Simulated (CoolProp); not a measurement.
Vapour-liquid equilibrium of p-xylene (1) + n-decane (2) at 315.3 K; x and y are mole fractions of (1).

The numbers come from the multi-fluid Helmholtz-energy mixture model, Zhou 2012 and Lemmon 2006; pair parameters Bell 2016 in CoolProp.

```
x     bubble pressure, mixture model (kPa)  bubble pressure, Raoult's law (kPa)  y, mixture model  y, Raoult's law
----  ------------------------------------  -----------------------------------  ----------------  ---------------
0.05                                0.7051                               0.6754             0.252            0.219
0.15                                0.9881                               0.9160             0.520            0.485
0.25                                 1.251                                1.157             0.663            0.640
0.35                                 1.499                                1.397             0.753            0.742
0.45                                 1.734                                1.638             0.816            0.814
0.55                                 1.961                                1.878             0.864            0.867
0.65                                 2.183                                2.119             0.903            0.908
0.75                                 2.403                                2.360             0.935            0.941
0.85                                 2.624                                2.600             0.963            0.968
0.95                                 2.847                                2.841             0.988            0.990
```

The largest gap from Raoult's law is +8.1 % in bubble pressure, at x = 0.25. No azeotrope shows between x = 0.05 and 0.95.

The pair parameters rest on a limited set of measurements; away from them the model extrapolates.
